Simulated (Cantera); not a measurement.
Feed: 1 mol SiO₂, 4.8 mol HF, 31 mol N₂, equilibrated at 875 K and 8.30 Pa.

Method: chemical equilibrium by Gibbs-energy minimisation in Cantera with the NASA 1993 tables (ideal gas, pure condensed phases). Candidate condensed phases: H₂O, Si, SiO₂, Si₂N₂O, Si₃N₄; 58 gas species. Rates play no part.

Task: What is the equilibrium state?

Result: 
| Property | Result |
|---|---|
| x(N₂) | 0.870 |
| x(HF) | 0.116 |
| x(H₂O) | 0.00952 |
| x(SiF₄) | 0.00476 |
| n(SiO₂(β-quartz)) | 0.830 mol |
| gas amount | 35.63 mol |
| log10 activity of Si(s) (absent) | -32.67 |
